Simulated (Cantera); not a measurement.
## Sublimation and decomposition of ceramics: SiC + N2

Input: 1 mol SiC, 0.019 mol N2, equilibrated at 2098.15 K and 73.0 Pa.

Method: chemical equilibrium by Gibbs-energy minimisation in Cantera with the NASA 1993 tables (ideal gas, pure condensed phases). Candidate condensed phases: C, Si, SiC, Si3N4; 20 gas species. The tables' values for SiN are old estimates; treat these amounts as uncertain. Kinetics and transport are ignored.

x(N2): 0.984
x(Si): 0.0139
x(SiC2): 0.000888
x(Si2C): 0.000564
x(SiN): 7.75e-5
x(CN): 7.03e-5
x(Si2): 1.40e-5
x(Si2N): 7.22e-6
x(C2N2): 4.31e-6
n(C(graphite)): 0.000262 mol
n(SiC(s)): 1.000 mol
gas amount: 0.01930 mol
log10 activity of Si(l) (absent): -1.11
